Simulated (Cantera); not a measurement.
Charge: 1 mol Al(CH3)3, 21 mol NH3, 440 mol N2, held at 1748.15 K and 12.0 Torr.

Equilibrium computed with Cantera from the NASA thermochemical tables; the gas is ideal and each condensed phase is pure. Candidate condensed phases: Al, AlN, C, C6H6, C7H8, C8H18; 97 gas species. The feed counts by its element totals alone. Kinetics and transport are ignored.

Base state: N2 0.925, H2 0.0732, HCN 0.00123, H 0.000489, Al 4.40e-5, HNC 4.14e-5 (mole fractions); condensed: AlN(s) + C(graphite).

Task: What changes in the equilibrium state with this change: temperature from 1748.15 K to 1423.15 K?

Result: 
```csv
species,before,after
N2,0.925,0.926
H2,0.0732,0.0740
HCN,0.00123,0.000156
Al,4.40e-5,2.01e-9
H,0.000489,1.43e-5
HNC,4.14e-5,2.03e-6
"AlN(s), mol",0.978,1.000
"C(graphite), mol",2.37,2.92
```

Task: What changes in the equilibrium state with this change: Al(CH3)3 replaced by AlCl3?

Result: 
```csv
species,before,after
N2,0.925,0.931
H2,0.0732,0.0628
HCl,0,0.00405
AlCl,0,0.00200
HCN,0.00123,0
AlCl2,0,5.42e-5
HNC,4.14e-5,0
Cl,0,2.25e-5
Al,4.40e-5,2.43e-6
"AlN(s), mol",0.978,0
"C(graphite), mol",2.37,0
```
The tables' values for AlCl2 are old estimates; treat these amounts as uncertain. Further candidate phases: AlCl3, NH4Cl.

Task: What changes in the equilibrium state with this change: temperature from 1748.15 K to 675 K?

Result: 
| species | before | after |
|---|---|---|
| N2 | 0.925 | 0.927 |
| H2 | 0.0732 | 0.0718 |
| CH4 | 7.87e-8 | 0.00120 |
| HCN | 0.00123 | <1e-9 |
| Al | 4.40e-5 | <1e-9 |
| H | 0.000489 | <1e-9 |
| HNC | 4.14e-5 | <1e-9 |
| AlN(s), mol | 0.978 | 1.00 |
| C(graphite), mol | 2.37 | 2.42 |
